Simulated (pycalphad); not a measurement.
Computed with pycalphad from the COST 507 light-alloy database (1999), at 1 atm. These are 1990s assessments: newer ones move some temperatures and phases.

**Al-3.8Si (at.%): equilibrium cooling sequence**

```tsv
T (K)	phases above	phases below
909.6	liquid	fcc + liquid
850.1	fcc + liquid	diamond (Si) + fcc
```

Changes were sought between steps of 40 K, so a narrower field can be missed.
